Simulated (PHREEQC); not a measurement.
Synthetic water in mg/L, 10 °C, pH 3.07, pe 8.2:

```csv
constituent,mg/L
Na,692
K,523
Ca,342
Mg,21.4
Cl,628
S(6) as SO4,2220
Cu(2),6.58
Li,0.36
Zn,56
Cd,168
```

Valence states are taken as typed.

Model: ion-association model, phreeqc.dat, run in PHREEQC.

The ionic strength comes out as 0.0816 mol/kgw. What activity coefficients do Zn+2, ZnCl+, HSO4-, Cu+2, K+ get?

Zn+2 0.41, ZnCl+ 0.79, HSO4- 0.80, Cu+2 0.43, K+ 0.78.

This is a speciation only: nothing precipitates in the calculation. Species that the database lacks are ignored. At this temperature some constants are extrapolated from 25 °C, and those without enthalpy data are left unchanged.
